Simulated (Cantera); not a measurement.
A closed system holds: 1 mol PbS, 240 mol H2, held at 1650 K.

Equilibrium computed with Cantera from the NASA thermochemical tables; the gas is ideal and each condensed phase is pure. Candidate condensed phases: Pb, PbS, S; 10 gas species. The numbers say what is thermodynamically allowed, not how fast it happens.

x: gas mole fraction; nothing condenses.

```tsv
P (Pa)	x H2	x H	x Pb	x H2S	x S2	x SH
10	0.984	0.00901	0.00401	0.000576	0.000975	0.000862
52	0.989	0.00396	0.00390	0.00121	0.000822	0.000793
270	0.991	…	0.00375	…	…	…
1400	0.992	0.000765	0.00363	0.00289	0.000173	0.000364
7200	0.992	…	0.00357	0.00329	…	…
37000	0.992	0.000149	0.00355	0.00344	9.24e-6	8.42e-5
190000	0.992	6.57e-5	0.00354	0.00350	1.86e-6	3.77e-5
1000000	0.992	2.86e-5	0.00353	0.00352	3.57e-7	1.66e-5
```

Task: Complete the blanks.

Result: 
- 270, x H: 0.00174
- 270, x H2S: 0.00211
- 270, x S2: 0.000477
- 270, x SH: 0.000605
- 7200, x H: 0.000337
- 7200, x S2: 4.35e-5
- 7200, x SH: 0.000183
